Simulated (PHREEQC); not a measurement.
Model water analysis in mg/kgw, 25 °C, pH 7.34, pe 10.8: Na 139; K 1.11; Ca 92.9; Mg 27.1; Cl 141; S(6) as SO4 369; Alkalinity as HCO3 107; O(0) (dissolved oxygen) 0.182.

Cl is adjusted to close the charge balance.
Valence states are taken as typed.

Equilibrium calculation in PHREEQC: ion-association model, phreeqc.dat.

Precipitation was switched off in this run.

Task: What ionic strength, specific conductance does the model give?

Result: ionic strength 0.0175 mol/kgw; specific conductance 1280 µS/cm.

Task: In which forms is Ca present?

Result: Ca+2 82 %, CaSO4 17 %, CaHCO3+ 1.1 % of the Ca.

Species that the database lacks are ignored.
